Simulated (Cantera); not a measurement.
Cantera run, input and output.

```python
import numpy as np
import cantera as ct

gas = ct.Solution("gri30.yaml")
gas.TPX = 1800, 4700, {'NO': 1, 'N2': 0.19}
reactor = ct.IdealGasConstPressureReactor(gas, energy="off", clone=False)
net = ct.ReactorNet([reactor])
net.rtol, net.atol = 1e-08, 1e-18
show = ['NO', 'O2', 'N2O', 'N2', 'NO2', 'O']
times = np.geomspace(2e-06, 40, 12)

steps = ct.SolutionArray(gas, extra=["t"])
rows = []
print(f"{'t/s':>10s}{'T/K':>9s}{'P/Pa':>11s}" + "".join(f"{s:>11s}" for s in show))
for t in times:
    while net.time < t:
        t_next = net.step()
        steps.append(gas.state, t=t_next)
    rows.append([np.interp(t, steps.t, y) for y in (steps.T, steps.P, *steps(*show).X.T)])
    print(f"{t:10.3e}{rows[-1][0]:9.1f}{rows[-1][1]:11.4g}" + "".join(f"{x:11.3e}" for x in rows[-1][2:]))
rate = np.gradient(steps.T, steps.t)
print("integrator steps:", len(steps.t))
if steps.T.max() > steps.T[0] + 200:
    print(f"time of steepest temperature rise: {steps.t[rate.argmax()]:.4e} s")
gas.TPX = 1800, 4700, {'NO': 1, 'N2': 0.19}
gas.equilibrate("TP")
print(f"equilibrium (TP): T = {gas.T:.1f} K  " + "  ".join(f"{s} {gas[s].X[0]:.3e}" for s in show))
```

It prints:

```
       t/s      T/K       P/Pa         NO         O2        N2O         N2        NO2          O
 2.000e-06   1800.0       4700  8.403e-01  3.154e-13  1.536e-08  1.597e-01  3.481e-12  1.536e-08
 9.221e-06   1800.0       4700  8.403e-01  6.787e-12  7.081e-08  1.597e-01  7.487e-11  7.075e-08
 4.251e-05   1800.0       4700  8.403e-01  1.422e-10  3.263e-07  1.597e-01  1.566e-09  3.251e-07
 1.960e-04   1800.0       4700  8.403e-01  3.003e-09  1.501e-06  1.597e-01  3.280e-08  1.476e-06
 9.035e-04   1800.0       4700  8.403e-01  6.233e-08  6.856e-06  1.597e-01  6.439e-07  6.375e-06
 4.166e-03   1800.0       4700  8.403e-01  1.467e-06  3.025e-05  1.597e-01  9.736e-06  2.321e-05
 1.920e-02   1800.0       4700  8.400e-01  4.876e-05  1.139e-04  1.597e-01  5.506e-05  5.576e-05
 8.854e-02   1800.0       4700  8.388e-01  5.790e-04  2.441e-04  1.602e-01  7.483e-05  7.246e-05
 4.082e-01   1800.0       4700  8.331e-01  3.404e-03  2.576e-04  1.630e-01  8.776e-05  8.071e-05
 1.882e+00   1800.0       4700  8.070e-01  1.643e-02  2.347e-04  1.761e-01  1.294e-04  1.051e-04
 8.676e+00   1800.0       4700  6.942e-01  7.273e-02  1.611e-04  2.325e-01  2.161e-04  1.713e-04
 4.000e+01   1800.0       4700  3.578e-01  2.409e-01  3.812e-05  4.008e-01  2.055e-04  2.843e-04
integrator steps: 761
equilibrium (TP): T = 1800.0 K  NO 5.036e-03  O2 4.174e-01  N2O 5.370e-08  N2 5.772e-01  NO2 3.854e-06  O 3.648e-04
```

Cantera simulation using GRI-Mech 3.0 (53 species, 325 reactions); the numbers are that mechanism's predictions, not measurements. Radical loss at walls, strong at low pressure, is not modelled.
